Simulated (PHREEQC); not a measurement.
PHREEQC input (ion-association model, phreeqc.dat):

```
SOLUTION 1
  temp 25
  units mol/kgw
  pH 7 charge
  Cl 0.36
  Ca 0.18
END
SELECTED_OUTPUT 1
  -reset false
  -pH true
  -pe true
  -ionic_strength true
  -water true
  -totals Ca Cl Oxg
  -molalities H+ Ca+2 Cl- OH- CaOH+
USER_PUNCH 1
  -headings p_Oxg(g) phi_Oxg(g) p_H2O(g) phi_H2O(g) density
  10 PUNCH PR_P("Oxg(g)"), PR_PHI("Oxg(g)"), PR_P("H2O(g)"), PR_PHI("H2O(g)"), RHO
PRINT
  -reset false
USE solution 1
REACTION_TEMPERATURE 1
  60
GAS_PHASE 1
  -fixed_pressure
  -pressure 2
  -temperature 60
  -volume 20
  Oxg(g) 2
  H2O(g) 0
END
# ... the last block is repeated for the other 12 points of P (atm)
```

Selected output (columns that matter, 13 of 13 rows; P (atm) added in front):

```
P (atm)	pH	mu	Ca	Cl	Oxg	m_H+	m_Ca+2	m_Cl-	m_OH-	p_Oxg(g)	phi_Oxg(g)	p_H2O(g)	phi_H2O(g)	density
2	6.4511	0.54156	0.18052	0.36104	0.0013694	4.7185e-07	0.18052	0.36104	4.4459e-07	1.8033	0.99897	0.1967	0.98598	0.99916
5	6.4507	0.54149	0.1805	0.361	0.0036252	4.7232e-07	0.1805	0.361	4.4508e-07	4.7993	0.99722	0.20069	0.96829	0.99929
10	6.4499	0.54152	0.18051	0.36101	0.0073326	4.7312e-07	0.18051	0.36101	4.4591e-07	9.7925	0.99443	0.20748	0.93967	0.99951
20	6.4484	0.54162	0.18054	0.36108	0.014557	4.7472e-07	0.18054	0.36108	4.4756e-07	19.778	0.98907	0.22169	0.88524	0.99994
30	6.4469	0.54173	0.18058	0.36115	0.021536	4.7633e-07	0.18058	0.36115	4.4923e-07	29.763	0.98395	0.23677	0.83434	1.0004
40	6.4453	0.54185	0.18062	0.36123	0.028281	4.7795e-07	0.18062	0.36123	4.5091e-07	39.747	0.97907	0.25273	0.78678	1.0008
50	6.4438	0.54198	0.18066	0.36132	0.034804	4.7959e-07	0.18066	0.36132	4.526e-07	49.73	0.97441	0.26962	0.74235	1.0012
75	6.4399	0.54234	0.18078	0.36156	0.050197	4.8373e-07	0.18078	0.36156	4.5686e-07	74.684	0.96376	0.31606	0.64375	1.0023
100	6.436	0.54275	0.18091	0.36183	0.064404	4.8793e-07	0.18091	0.36183	4.6118e-07	99.631	0.95448	0.36879	0.56082	1.0034
150	6.4281	0.54369	0.18123	0.36246	0.089762	4.9655e-07	0.18123	0.36246	4.7001e-07	149.51	0.93978	0.49404	0.43255	1.0055
200	6.4201	0.54481	0.1816	0.36321	0.11175	5.0543e-07	0.1816	0.36321	4.7909e-07	199.35	0.92982	0.64614	0.3417	1.0076
300	6.4039	0.54744	0.18248	0.36496	0.14814	5.2399e-07	0.18248	0.36496	4.9795e-07	298.97	0.92207	1.0266	0.22949	1.0118
400	6.3874	0.55037	0.18346	0.36691	0.17729	5.4357e-07	0.18346	0.36691	5.1776e-07	398.51	0.92754	1.4933	0.16829	1.016
```

Away from 25 °C the constants follow the database's enthalpies or fits; those with neither stay at their 25 °C values.
